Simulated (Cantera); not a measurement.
An adiabatic, constant-volume homogeneous reactor starts with 34.7 % H2, 10.2 % O2, 55.1 % N2, equivalence ratio 1.7, at 1550 K and 518 Torr.

Detailed kinetics in Cantera: the H2/O2 subset of GRI-Mech 3.0, which has no nitrogen chemistry.

Predict: time of steepest temperature rise; temperature at 0.200 s; equilibrium temperature; x(H2) at 0.200 s; x(O2) at 0.200 s; x(OH) at 0.200 s; x(H2O) at 0.200 s; x(HO2) at 0.200 s.


```json
{
 "time_of_steepest_temperature_rise": "20.3 µs",
 "temperature at 0.200 s": "2864 K",
 "equilibrium_temperature": "2864 K",
 "x(H2) at 0.200 s": "0.148 (gas-phase equilibrium 0.148)",
 "x(O2) at 0.200 s": "0.00122 (gas-phase equilibrium 0.00122)",
 "x(OH) at 0.200 s": "0.0147 (gas-phase equilibrium 0.0147)",
 "x(H2O) at 0.200 s": "0.201 (gas-phase equilibrium 0.201)",
 "x(HO2) at 0.200 s": "1.02e-6 (gas-phase equilibrium 1.02e-6)"
}
```
